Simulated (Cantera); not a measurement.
**Equilibrium for sublimation and decomposition of ceramics: TiC + C + H2**

Charge: 1 mol TiC, 0.0035 mol C, 0.025 mol H2, equilibrated at 0.105 Torr.

These are equilibrium values from Cantera (NASA tables, ideal gas, pure condensed phases), not measurements of a reactor. Candidate condensed phases: C, C6H6, C7H8, C8H18, Ti, TiC; 77 gas species. TiC: taken at fixed stoichiometry. Rates play no part.

From 1625 K to 2525 K the condensed part is C(graphite) + TiC(s). From 2675 K to 2825 K the condensed part is TiC(s). At 2975 K nothing is condensed.

```csv
T (K),x H2,x H,x Ti,x C3,x C,x C2,x C2H2 (acetylene),x C2H,n C(graphite),n TiC(s)
1625,0.994,0.00594,7.01e-10,2.16e-12,1.03e-11,<1e-12,3.53e-5,8.12e-10,0.00350,1.00
1775,0.976,0.0242,4.00e-8,3.77e-10,9.19e-10,3.10e-11,0.000139,2.71e-8,0.00349,1.00
1925,0.922,0.0776,1.20e-6,2.90e-8,4.06e-8,2.43e-9,0.000422,5.10e-7,0.00348,1.00
2075,0.798,0.201,2.21e-5,1.17e-6,1.03e-6,1.00e-7,0.000990,5.97e-6,0.00345,1.000
2225,0.581,0.417,0.000271,2.85e-5,1.69e-5,2.50e-6,0.00170,4.54e-5,0.00339,1.000
2375,0.320,0.674,0.00242,0.000457,0.000195,4.11e-5,0.00199,0.000227,0.00336,1.000
2525,0.128,0.846,0.0165,0.00522,0.00167,0.000483,0.00153,0.000769,0.00321,0.999
2675,0.0346,0.812,0.0922,0.0428,0.0111,0.00415,0.000722,0.00172,0,0.995
2825,0.00114,0.255,0.525,0.150,0.0487,0.0187,2.57e-5,0.000754,0,0.898
2975,6.96e-6,0.0326,0.653,0.152,0.127,0.0344,8.03e-8,6.23e-5,0,0
```
x: gas mole fraction; n: condensed amount in mol.
